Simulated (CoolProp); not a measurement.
The fluid at 297.65 K and 1.07 MPa flows at 2.2 m/s in a round tube of 100 mm bore and 0.25 µm roughness, fully developed (64/Re and Nu = 3.66 if laminar; Colebrook and Gnielinski if turbulent). The same conditions are run with several fluids, on thermodynamics alone (safety and materials aside).

Computed with CoolProp (reference Helmholtz-energy equation of state of each fluid (benzene: Thol 2012; R152A: Outcalt 1996; R245fa: Akasaka 2015; n-octane: Beckmüller 2019; toluene: Lemmon 2006)).

**Question.** Rank benzene, R152A, R245fa, n-octane, toluene by Reynolds number, highest first.

**Answer.** R152A (1210000), R245fa (734000), toluene (339000), benzene (315000), n-octane (296000)

```tsv
fluid	Darcy friction factor	pressure drop (Pa/m)	heat-transfer coefficient (W/(m² K))	mass flow (kg/h)
benzene	0.0144	304	2370	54400
R152A	0.0113	248	3380	56100
R245fa	0.0123	401	2850	83500
n-octane	0.0145	246	2180	43500
toluene	0.0142	296	2300	53700
```

Transport values come from each fluid's own correlations; those of R152A, R245fa are estimates that may be off by 10 % or more.
